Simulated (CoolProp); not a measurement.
The numbers come from the reference Helmholtz-energy equation of state, Lemmon 2004 in CoolProp. It is a short technical equation, of lower accuracy than the large ones.

Q: For n-dodecane, give the phase and the density (kg/m³), cv (kJ/(kg K)), fugacity coefficient at 531.9 K and 7.46 MPa; 598 K and 7.46 MPa.

A: 
- 531.9 K and 7.46 MPa: liquid; density 578, cv 2.69, fugacity coefficient 0.0486
- 598 K and 7.46 MPa: liquid; density 518, cv 2.90, fugacity coefficient 0.126
